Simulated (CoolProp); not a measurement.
Saturation properties of n-dodecane.

Computed with CoolProp (reference Helmholtz-energy equation of state, Lemmon 2004). It is a short technical equation, of lower accuracy than the large ones.

```tsv
T (K)	p (MPa)	liquid density (kg/m³)	liquid cp (kJ/(kg K))	liquid viscosity (µPa s)	vapour viscosity (µPa s)	liquid conductivity (mW/(m K))
333.2	0.0002277	719.7	2.334	799	4.95	127
349.3	0.0005931	707.8	?	656	5.21	?
365.5	0.001397	695.7	2.457	549	5.47	120
381.6	0.002990	683.5	2.520	467	5.73	117
397.7	0.005920	671.1	2.585	403	5.98	113
413.9	0.01100	658.4	2.651	350	?	110
430	0.01919	645.5	2.716	307	6.49	107
446.1	0.03183	632.2	2.783	270	6.74	?
462.3	0.05066	618.4	2.850	239	6.99	100
478.4	0.07733	604.1	2.917	211	7.24	97.2
494.5	0.1141	589.3	2.986	187	7.49	94.1
510.7	0.1638	573.6	?	?	7.74	91.0
526.8	0.2285	557.0	3.128	146	8.00	87.9
542.9	0.3116	539.4	3.204	129	8.26	84.9
559.1	0.4170	520.3	3.285	112	8.54	81.9
```

Question: What belongs in the gaps?

Answer: 
- 349.3, liquid cp (kJ/(kg K)): 2.394
- 349.3, liquid conductivity (mW/(m K)): 124
- 413.9, vapour viscosity (µPa s): 6.24
- 446.1, liquid conductivity (mW/(m K)): 104
- 510.7, liquid cp (kJ/(kg K)): 3.056
- 510.7, liquid viscosity (µPa s): 166

It boils at 489.4 K under 1 atm.

Viscosity comes from a separate model (Huber 2004). Thermal conductivity comes from a separate model (Huber 2004).
